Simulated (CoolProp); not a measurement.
The fluid at 427.62 K and 0.364 MPa is compressed adiabatically to 2.45 MPa with isentropic efficiency 1. The same conditions are run with several fluids, on thermodynamics alone (safety and materials aside).

The numbers come from the reference Helmholtz-energy equation of state of each fluid (ammonia: Gao 2020; trans-2-butene: Lemmon 2005; R114: Platzer 1990) in CoolProp. The equations of Platzer and Polt are older, rougher fits.

```csv
fluid,work (kJ/kg),final temperature (K),final density (kg/m³)
ammonia,480,624.0,8.17
trans-2-butene,121,497.0,38.6
R114,38.7,488.2,123
```
